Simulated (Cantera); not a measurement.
Input: 1 mol C₂H₆, 0.53 mol H₂, held at 5.40 mbar.

Equilibrium computed with Cantera from the NASA thermochemical tables; the gas is ideal and each condensed phase is pure. Candidate condensed phases: C, C₆H₆, C₇H₈, C₈H₁₈; 76 gas species. Kinetics and transport are ignored.

**Question.** At 1975 K, list the 3 most abundant gas species with their mole fractions, and the condensed phases.

**Answer.** H₂ 0.981, H 0.0184, C₂H₂ (acetylene) 0.000637. Condensed: C(graphite).
